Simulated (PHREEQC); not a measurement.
Model water analysis in mg/L, 85 °C, pH 1.96, pe 12.7:

```
constituent               mg/L
-----------------------  -----
Na                        76.6
K                         4.69
Ca                        70.5
Mg                        29.5
Cl                         114
S(6) as SO4               1350
O(0) (dissolved oxygen)  0.682
```

Valence states are taken as typed.

The numbers come from PHREEQC with the ion-association model, wateq4f.dat.

This is a speciation only: nothing precipitates in the calculation.

What ionic strength, charge-balance error does the model give?

ionic strength 0.0251 mol/kgw; charge-balance error 1.6 %.

In which forms is Ca present?

Ca+2 75 %, CaSO4 20 %, CaHSO4+ 4.6 % of the Ca.

Complexes and solids missing from the database can't appear. At this temperature some constants are extrapolated from 25 °C, and those without enthalpy data are left unchanged.
